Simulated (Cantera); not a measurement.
An isothermal, constant-pressure homogeneous reactor starts with 6.10 % H2, 4.69 % O2, 89.2 % N2, equivalence ratio 0.65, at 1300 K and 0.230 bar.

Detailed kinetics in Cantera: GRI-Mech 3.0 (53 species, 325 reactions). The temperature is held fixed by assumption; the heat of reaction is taken as removed at once.

One state of this run: x H2 = 1.10e-7; x O2 = 0.0169; x H2O2 = 2.68e-10; x HO2 = 3.19e-9; x NO = 1.16e-5; x N2O = 2.52e-8. x: mole fraction; the columns are a selection and need not sum to one.

Which value of t (s) does it belong to?
A) 0.437
B) 3.28
C) 0.0212
D) 5.00e-5

B, 3.28
